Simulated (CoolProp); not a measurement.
Vapour-liquid equilibrium of cyclohexane (1) + o-xylene (2) at 98.65 °C; x and y are mole fractions of (1).

Model: multi-fluid Helmholtz-energy mixture model, Zhou 2014 and Zhou 2012; pair parameters Bell 2016, in CoolProp.

```
x     bubble pressure, mixture model (kPa)  bubble pressure, Raoult's law (kPa)  y, mixture model  y, Raoult's law
----  ------------------------------------  -----------------------------------  ----------------  ---------------
0.05                                 35.60                                32.45             0.320            0.260
0.2                                  63.57                                53.94             0.670            0.625
0.35                                 87.30                                75.43             0.796            0.782
0.5                                  107.7                                96.92             0.864            0.870
0.65                                 126.0                                118.4             0.911            0.925
0.8                                  143.7                                139.9             0.950            0.964
0.95                                 162.1                                161.4             0.987            0.992
```

The largest gap from Raoult's law is +17.9 % in bubble pressure, at x = 0.2. No azeotrope shows between x = 0.05 and 0.95.

The pair parameters rest on a limited set of measurements; away from them the model extrapolates.
